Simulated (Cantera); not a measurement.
A closed system holds: 1 mol MgO, 0.1 mol C, 0.017 mol H₂, equilibrated at 0.113 Torr.

Equilibrium computed with Cantera from the NASA thermochemical tables; the gas is ideal and each condensed phase is pure. Candidate condensed phases: C, C₆H₆, C₇H₈, C₈H₁₈, H₂O, Mg, MgCO₃, MgO, Mg(OH)₂; 116 gas species. The tables' values for MgH are old estimates; treat these amounts as uncertain. The numbers say what is thermodynamically allowed, not how fast it happens. All values below are at 1423 K.

Base state: CO 0.461, Mg 0.461, H₂ 0.0783, H 0.000152, MgH 1.49e-5 (mole fractions); condensed: MgO(s).

Task: What changes in the equilibrium state with this change: pressure from 0.113 Torr to 1.35 Torr?

Result: 
```json
[
 {"species": "H₂", "before": "0.0783", "after": "0.778"},
 {"species": "CO", "before": "0.461", "after": "0.111"},
 {"species": "Mg", "before": "0.461", "after": "0.111"},
 {"species": "MgH", "before": "1.49e-5", "after": "3.92e-5"},
 {"species": "H", "before": "0.000152", "after": "0.000138"},
 {"species": "MgO(s), mol", "before": "0.900", "after": "0.998"},
 {"species": "C(graphite), mol", "before": "0", "after": "0.0976"}
]
```

Task: What changes in the equilibrium state with this change: pressure from 0.113 Torr to 7.50 Torr?

Result: 
| species | before | after |
|---|---|---|
| H₂ | 0.0783 | 0.960 |
| CO | 0.461 | 0.0199 |
| Mg | 0.461 | 0.0199 |
| CH₄ | <1e-9 | 3.51e-5 |
| H | 0.000152 | 6.51e-5 |
| MgH | 1.49e-5 | 1.85e-5 |
| MgO(s), mol | 0.900 | 1.000 |
| C(graphite), mol | 0 | 0.0996 |
